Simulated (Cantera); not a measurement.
**Si2Cl6 + HCl + H2 (silicon epitaxy and polysilicon growth)**

Input: 1 mol Si2Cl6, 0.024 mol HCl, 57 mol H2, held at 13.3 mbar.

Cantera equilibrium calculation (NASA polynomials, part measured and part estimated; ideal gas, pure solids and liquids). Candidate condensed phases: Si; 19 gas species. The feed counts by its element totals alone. The tables' values for SiCl3 are old estimates; treat these amounts as uncertain. The numbers say what is thermodynamically allowed, not how fast it happens.

```tsv
T (K)	log p H2	log p HCl	log p SiCl4	log p SiCl2	log p SiHCl3	log p SiCl3	log p SiH2Cl2	log p H	n Si(s)
975	-1.89	-3.62	-3.66	-5.14	-4.17	-5.13	-5.66	-9.89	0.653
1000	-1.89	-3.54	-3.68	-4.95	-4.20	-5.01	-5.67	-9.59	0.704
1025	-1.90	-3.46	-3.72	-4.76	-4.23	-4.90	-5.69	-9.31	0.759
1050	-1.90	-3.38	-3.77	-4.60	-4.27	-4.81	-5.71	-9.04	0.815
1075	-1.90	-3.32	-3.82	-4.44	-4.31	-4.73	-5.73	-8.78	0.870
1100	-1.90	-3.26	-3.89	-4.31	-4.37	-4.67	-5.77	-8.54	0.922
1125	-1.90	-3.21	-3.98	-4.18	-4.44	-4.63	-5.81	-8.30	0.969
1150	-1.91	-3.16	-4.09	-4.08	-4.52	-4.60	-5.86	-8.08	1.01
1175	-1.91	-3.13	-4.21	-3.99	-4.62	-4.59	-5.92	-7.87	1.04
1200	-1.91	-3.10	-4.36	-3.92	-4.73	-4.61	-5.99	-7.66	1.06
1225	-1.91	-3.08	-4.52	-3.86	-4.86	-4.64	-6.07	-7.46	1.08
1250	-1.91	-3.06	-4.70	-3.82	-4.99	-4.68	-6.15	-7.27	1.08
1275	-1.91	-3.05	-4.88	-3.78	-5.14	-4.74	-6.25	-7.09	1.08
1300	-1.91	-3.05	-5.08	-3.76	-5.28	-4.81	-6.34	-6.91	1.08
```
log p: log10 of the partial pressure in bar; n: condensed amount in mol.

From 975 K to 1300 K the condensed part is Si(s). The main Si-bearing gas is SiCl4 at 975 K and SiCl2 at 1300 K.
